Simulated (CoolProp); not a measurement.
Carbon monoxide along the isobar 3.69 MPa: density (kg/m³) from the reference equation and from simpler models built on Tc = -140.3 °C, pc = 3.498 MPa, ω = 0.050; each cubic takes its own stable root.

Computed with CoolProp (reference Helmholtz-energy equation of state, Lemmon 2006). It is a short technical equation, of lower accuracy than the large ones.

```json
[
 {"T (°C)": "-157.15", "phase": "liquid", "reference": "628.3"},
 {"T (°C)": "-137.65", "phase": "supercritical", "reference": "198.0"},
 {"T (°C)": "-118.25", "phase": "supercritical", "reference": "107.1"},
 {"T (°C)": "-98.75", "phase": "supercritical", "reference": "84.42"},
 {"T (°C)": "-79.25", "phase": "supercritical", "reference": "71.45"},
 {"T (°C)": "-59.75", "phase": "supercritical", "reference": "62.59"},
 {"T (°C)": "-40.35", "phase": "supercritical", "reference": "56.03"},
 {"T (°C)": "-20.85", "phase": "supercritical", "reference": "50.86"},
 {"T (°C)": "-1.35", "phase": "supercritical", "reference": "46.66"},
 {"T (°C)": "18.15", "phase": "supercritical", "reference": "43.16"},
 {"T (°C)": "37.55", "phase": "supercritical", "reference": "40.21"}
]
```

**Question.** How far does each simpler model (van der Waals, Redlich-Kwong, Soave-Redlich-Kwong, Peng-Robinson) lie from the reference over these 11 states: mean and median of the absolute difference, and the worst?

**Answer.** 
- van der Waals: mean 4.4 %, median 2.1 %, worst -29.7 % at -157.15 °C and 3.69 MPa
- Redlich-Kwong: mean 0.9 %, median 0.6 %, worst -4.6 % at -157.15 °C and 3.69 MPa
- Soave-Redlich-Kwong: mean 1.0 %, median 0.7 %, worst -4.2 % at -157.15 °C and 3.69 MPa
- Peng-Robinson: mean 2.5 %, median 1.5 %, worst +8.0 % at -157.15 °C and 3.69 MPa
